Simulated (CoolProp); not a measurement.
Values from CoolProp's reference Helmholtz-energy equation of state, Wu 2011.

Task: For dimethyl ether, give the phase and the Joule-Thomson coefficient (K/MPa), fugacity coefficient at 340.1 K and 13900 kPa; 340.1 K and 26400 kPa; 340.1 K and 50000 kPa.

Result: 
- 340.1 K and 13900 kPa: liquid; Joule-Thomson coefficient -0.0958, fugacity coefficient 0.137
- 340.1 K and 26400 kPa: liquid; Joule-Thomson coefficient -0.207, fugacity coefficient 0.0991
- 340.1 K and 50000 kPa: liquid; Joule-Thomson coefficient -0.303, fugacity coefficient 0.0930
